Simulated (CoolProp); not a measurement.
Vapour-liquid equilibrium of propylene (1) + n-hexane (2) at 1.73 bar; x and y are mole fractions of (1).

Model: multi-fluid Helmholtz-energy mixture model, Lemmon 2013 and Thol 2019; pair parameters Bell 2016, in CoolProp.

Task: Give the bubble temperature and the first vapour's composition at x = 0.2, 0.35, 0.65. Is there an azeotrope?

Result: x = 0.2: 281.2 K, y = 0.951; x = 0.35: 266.7 K, y = 0.980; x = 0.65: 250.3 K, y = 0.996. No azeotrope shows between x = 0.05 and 0.95.

The pair parameters rest on a limited set of measurements; away from them the model extrapolates. The gap from Raoult's law changes sign with composition, which may be real or a fault of the pair parameters; it wasn't checked against measurements.
